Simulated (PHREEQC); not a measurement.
Solution (20 °C and 50 atm): 0.21 mol/kgw H2SO4, 0.00034 mol/kgw FeSO4 and 0.00073 mol/kgw MnSO4. Closed to the air; pH follows from the charge balance.

All values are PHREEQC results (Pitzer model, pitzer.dat), not measurements.

Task: The ionic strength comes out as 0.325 mol/kgw. What activity coefficients do SO4-2, HSO4-, H+, Fe+2, Mn+2 get?

Result: SO4-2 0.13, HSO4- 0.74, H+ 0.76, Fe+2 0.29, Mn+2 0.15. Single-ion values are on the MacInnes scale.

Precipitation was switched off in this run. Species that the database lacks are ignored. Under pressure, the constants of complexes without a molar volume in the database are unreliable.
